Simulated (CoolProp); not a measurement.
Vapour-liquid equilibrium of n-hexane (1) + ethylbenzene (2) at 143.35 °C; x and y are mole fractions of (1).

Computed with CoolProp (multi-fluid Helmholtz-energy mixture model, Thol 2019 and Zhou 2012; pair parameters Bell 2016).

Task: Give the bubble pressure and the first vapour's composition at x = 0.45, 0.55, 0.95. Is there an azeotrope?

Result: x = 0.45: 380.1 kPa, y = 0.790; x = 0.55: 429.6 kPa, y = 0.839; x = 0.95: 632.3 kPa, y = 0.984. No azeotrope shows between x = 0.05 and 0.95.

The pair parameters rest on a limited set of measurements; away from them the model extrapolates.
